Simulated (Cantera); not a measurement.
An isothermal, constant-pressure homogeneous reactor starts with NH₃ : N₂ = 1 : 0.7 (molar parts), at 2225 K and 1.40 bar.

Model: the gas-phase N/H chemistry of the illustrative SiF4/NH3 mechanism in the Surface Chemkin manual (1991), integrated in Cantera. Walls and surfaces, which speed up NH3 decomposition in real reactors, are not modelled.

x: mole fraction; the columns are a selection and need not sum to one.

```csv
t (s),x NH₃,x H,x N₂,x H₂,x NH₂
0.000100,0.565,4.01e-5,0.412,0.0202,0.00294
0.000231,0.535,8.29e-5,0.414,0.0487,0.00263
0.000534,0.473,0.000167,0.417,0.107,0.00223
0.00123,0.364,0.000329,0.424,0.210,0.00175
0.00285,0.212,0.000631,0.432,0.354,0.00117
0.00658,0.0729,0.00119,0.440,0.485,0.000554
0.0152,0.00879,0.00252,0.443,0.545,0.000126
0.0351,0.000556,0.00403,0.444,0.552,1.26e-5
0.0811,(withheld),0.00409,0.444,0.552,(withheld)
0.187,4.90e-5,0.00409,0.444,0.552,1.13e-6
0.433,2.02e-5,0.00410,0.444,0.552,4.66e-7
1.00,(withheld),0.00410,0.444,0.552,(withheld)
```

Problem. What belongs in the gaps?

Solution. 
- 0.0811, x NH₃: 0.000135
- 0.0811, x NH₂: 3.12e-6
- 1.00, x NH₃: 9.47e-6
- 1.00, x NH₂: 2.19e-7
